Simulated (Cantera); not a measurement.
Ignition delay

Mixture: 6.34 % CH4, 19.0 % O2, 71.0 % N2, 3.68 % H2O, equivalence ratio 0.67, at 27.6 atm, adiabatic and at constant volume. Ignition delay is the time to a rise of 400 K.

Cantera simulation using GRI-Mech 3.0 (53 species, 325 reactions); the numbers are that mechanism's predictions, not measurements. The pressure lies above the range GRI-Mech 3.0 was tuned for (to about 10 atm).

```
T0 (K)  delay (ms)
------  ----------
1050          11.1
1150          2.48
1250         0.717
1350         0.248
1450        0.0962
1550        0.0406
1650        0.0183
1750       0.00874
1850       0.00446
1950       0.00243
```

```json
{
 "apparent activation energy between 1750 and 1950 K": "180 kJ/mol"
}
```
